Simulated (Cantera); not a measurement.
**SiHCl3 + NH3 (silicon nitride deposition)**

A closed system holds: 1 mol SiHCl3, 3 mol NH3, equilibrated at 13.3 mbar.

Cantera equilibrium calculation (NASA polynomials, part measured and part estimated; ideal gas, pure solids and liquids). Candidate condensed phases: NH4Cl, Si, Si3N4; 28 gas species. The tables' values for SiCl3, SiCl, SiN are old estimates; treat these amounts as uncertain. Gases not in the tables: Si2H6 and higher silanes. Rates play no part.

From 700 K to 1700 K the condensed part is Si3N4(s). From 1800 K to 1900 K the condensed part is Si(l). The main Si-bearing gas is SiCl4 at 700 K and SiCl2 at 1900 K. The share of Si in condensed phases is highest at 1200 K (91.2 %) and lowest at 1800 K (7.3 %).

| T (K) | x H2 | x HCl | x N2 | x SiCl2 | x SiCl4 | x H | x SiCl3 | n Si3N4(s) | n Si(l) |
|---|---|---|---|---|---|---|---|---|---|
| 700 | 0.550 | 0.280 | 0.137 | 1.15e-12 | 0.0335 | <1e-12 | 1.08e-8 | 0.252 | 0 |
| 800 | 0.532 | 0.311 | 0.132 | 4.59e-10 | 0.0255 | 1.83e-11 | 3.25e-7 | 0.271 | 0 |
| 900 | 0.520 | 0.332 | 0.128 | 4.67e-8 | 0.0199 | 7.30e-10 | 4.41e-6 | 0.285 | 0 |
| 1000 | 0.512 | 0.347 | 0.125 | 1.84e-6 | 0.0158 | 1.41e-8 | 3.47e-5 | 0.294 | 0 |
| 1100 | 0.506 | 0.358 | 0.123 | 3.61e-5 | 0.0129 | 1.59e-7 | 0.000183 | 0.301 | 0 |
| 1200 | 0.502 | 0.364 | 0.122 | 0.000421 | 0.0105 | 1.21e-6 | 0.000711 | 0.304 | 0 |
| 1300 | 0.500 | 0.363 | 0.123 | 0.00317 | 0.00811 | 6.78e-6 | 0.00208 | 0.299 | 0 |
| 1400 | 0.505 | 0.341 | 0.129 | 0.0152 | 0.00491 | 2.99e-5 | 0.00419 | 0.272 | 0 |
| 1500 | 0.518 | 0.287 | 0.144 | 0.0434 | 0.00181 | 0.000110 | 0.00498 | 0.206 | 0 |
| 1600 | 0.537 | 0.215 | 0.163 | 0.0793 | 0.000419 | 0.000345 | 0.00367 | 0.118 | 0 |
| 1700 | 0.555 | 0.151 | 0.180 | 0.110 | 7.70e-5 | 0.000951 | 0.00208 | 0.0357 | 0 |
| 1800 | 0.552 | 0.142 | 0.187 | 0.114 | 2.29e-5 | 0.00230 | 0.00127 | 0 | 0.0732 |
| 1900 | 0.545 | 0.149 | 0.187 | 0.110 | 8.92e-6 | 0.00508 | 0.000852 | 0 | 0.0922 |
x: gas mole fraction; n: condensed amount in mol.
